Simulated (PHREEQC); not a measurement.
Make-up at 10 °C: 7 mmol/kgw NaAlO2, 1.1 mmol/kgw NaCl and 0.11 mmol/kgw Ca(HCO3)2. Closed to the air; pH follows from the charge balance.

All values are PHREEQC results (ion-association model, phreeqc.dat), not measurements.

No solid was allowed to form.

Estimate the pH, ionic strength.

pH 8.78; ionic strength 0.00843 mol/kgw.

In which forms is C present?

HCO3- 96 %, CO3-2 2.5 % of the C.

Saturation is exceeded, for instance for Al(OH)3(a), Gibbsite (slow to form); the values hold only as long as no solid forms. Away from 25 °C the constants follow the database's enthalpies or fits; those with neither stay at their 25 °C values.
